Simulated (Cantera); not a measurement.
Cantera run:

```python
import numpy as np
import cantera as ct

gas_names = """
    B BH BH2 BH3 BO BO2 B2 B2O B2O2 B2O3 B3O3H3 H HBO HBO2 HO2 H2 H2O H2O2 H3B3O6 O OH O2 O3
""".split()
cond_names = """
    B(b) B(L) B2O3(L) B3O3H3(cr) H2O(s) H2O(L)
""".split()


# ... load() reads the species with a 1 bar reference pressure and builds the phases ...
atoms = {
    'B2H6': {'B': 2, 'H': 6},
    'H2O': {'H': 2, 'O': 1},
    'H2': {'H': 2},
}
top_T = {}  # K; cautious upper limits of use, not melting points


# ... equilibrate(T, P, feed) seeds the gas with the atoms and calls Mixture.equilibrate('TP', solver="vcs", rtol=1e-11, max_steps=5000) ...
results = []
feed = {'B2H6': 1, 'H2O': 0.19, 'H2': 120}  # mol
P = 1000  # Pa
for T in [1448, 1523, 1598, 1673, 1748, 1823, 1898, 1973, 2048, 2123, 2198, 2273]:
    mix = equilibrate(T, P, feed)
    results.append((T, P, feed, dict(zip(mix.species_names, mix.species_moles))))

top = {s: max(r[3][s] / sum(r[3][g] for g in gas_names) for r in results) for s in gas_names}
cols = sorted((s for s in top if top[s] > 1e-05), key=lambda s: -top[s])[:8]
seen = [c for c in cond_names if any(r[3].get(c, 0) > 1e-12 for r in results)]
print("log10 of partial pressures in bar; condensed amounts in mol")
print(f"{'T/K':>10s}" + "".join(f"{s[:9]:>10s}" for s in cols + seen))
for T, P, feed, n in results:
    ng = sum(n[g] for g in gas_names)
    print(f"{T:10.4g}" + "".join(f"{np.log10(max(n[s] / ng * P / 1e5, 1e-99)):10.3f}" for s in cols)
          + "".join(f"{n.get(c, 0):10.4g}" for c in seen))
```

It prints:

```
log10 of partial pressures in bar; condensed amounts in mol
       T/K        H2         H       BH2       HBO        BO         B        BH       B2O      B(b)
      1448    -2.001    -6.036    -7.248    -4.826    -7.411   -12.411   -11.837   -10.113      1.81
      1523    -2.001    -5.637    -6.904    -4.825    -7.059   -11.420   -11.063    -9.602     1.809
      1598    -2.001    -5.274    -6.593    -4.826    -6.742   -10.524   -10.362    -9.142     1.807
      1673    -2.001    -4.944    -6.311    -4.829    -6.457    -9.708    -9.726    -8.728     1.804
      1748    -2.002    -4.642    -6.053    -4.837    -6.200    -8.964    -9.145    -8.355     1.799
      1823    -2.003    -4.365    -5.818    -4.849    -5.971    -8.281    -8.612    -8.020     1.791
      1898    -2.004    -4.109    -5.602    -4.869    -5.769    -7.653    -8.123    -7.721     1.778
      1973    -2.007    -3.873    -5.405    -4.899    -5.593    -7.073    -7.673    -7.455     1.759
      2048    -2.011    -3.655    -5.224    -4.940    -5.442    -6.537    -7.257    -7.223      1.73
      2123    -2.017    -3.454    -5.058    -4.993    -5.317    -6.038    -6.872    -7.022     1.685
      2198    -2.026    -3.267    -4.907    -5.059    -5.216    -5.575    -6.515    -6.851     1.613
      2273    -2.038    -3.095    -4.771    -5.139    -5.137    -5.143    -6.185    -6.708     1.488
```

Equilibrium computed with Cantera from the NASA thermochemical tables; the gas is ideal and each condensed phase is pure. The feed counts by its element totals alone. The tables' values for BH2 are old estimates; treat these amounts as uncertain.
